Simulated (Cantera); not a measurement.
# NO annealing gas

An isothermal, constant-pressure homogeneous reactor starts with 63.7 % NO, 36.3 % N2, at 1550 K and 1.01 bar.

Detailed kinetics in Cantera: GRI-Mech 3.0 (53 species, 325 reactions).

```
t (s)      x NO      x O     x NO2      x O2   x N2     x N2O
--------  -----  -------  --------  --------  -----  --------
0.000500  0.637  5.87e-8   3.51e-6   3.28e-9  0.363   3.48e-6
0.00149   0.637  6.98e-8   1.08e-5   2.24e-8  0.363   1.01e-5
0.00442   0.637  1.04e-7   3.38e-5   2.32e-7  0.363   2.80e-5
0.0131    0.637  2.06e-7  0.000110   3.69e-6  0.363   6.82e-5
0.0390    0.636  4.27e-7  0.000296   6.64e-5  0.363  0.000122
0.116     0.635  5.58e-7  0.000414  0.000540  0.364  0.000142
0.345     0.632  6.43e-7  0.000482   0.00211  0.365  0.000140
1.02      0.622  8.37e-7  0.000632   0.00671  0.370  0.000136
3.05      0.596  1.23e-6  0.000907    0.0197  0.383  0.000124
9.05      0.529  1.88e-6   0.00126    0.0528  0.417   9.74e-5
26.9      0.396  2.75e-6   0.00139     0.119  0.483   5.42e-5
80.0      0.224  3.57e-6   0.00103     0.206  0.569   1.73e-5
```
x: mole fraction; the columns are a selection and need not sum to one.

Equilibrium at this temperature and pressure: NO 0.00178, O 4.41e-6, NO2 1.02e-5, O2 0.318, N2 0.681, N2O 1.01e-7 (gas phase only).
